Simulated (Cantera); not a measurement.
Input: 1 mol BF3, 0.53 mol N2, 2 mol H2, at 0.00290 bar.

Method: chemical equilibrium by Gibbs-energy minimisation in Cantera with the NASA 1993 tables (ideal gas, pure condensed phases). Candidate condensed phases: B, BN; 31 gas species. N2 is the only nitrogen source here; it is nearly inert below about 1500 K, so the nitride shown seldom forms there in practice. The tables' values for BF2 are old estimates; treat these amounts as uncertain. Equilibrium is a limit: real reactors are often held back by kinetics, nucleation or transport. All values below are at 1275 K.

Base state: H2 0.553, BF3 0.274, N2 0.146, HF 0.0264, BHF2 0.000777, BF2 0.000168, H 1.02e-5 (mole fractions); condensed: BN(s).

Task: What changes in the equilibrium state with this change: BF3 replaced by BCl3?

Result: 
| species | before | after |
|---|---|---|
| HCl | 0 | 0.838 |
| H2 | 0.553 | 0.148 |
| N2 | 0.146 | 0.0105 |
| BF3 | 0.274 | 0 |
| HF | 0.0264 | 0 |
| BCl3 | 0 | 0.00404 |
| BHF2 | 0.000777 | 0 |
| BF2 | 0.000168 | 0 |
| Cl | 0 | 2.53e-5 |
| H | 1.02e-5 | 5.26e-6 |
| BN(s), mol | 0.0300 | 0.986 |
Gases not in the tables: BHCl2. Further candidate phases: NH4Cl.
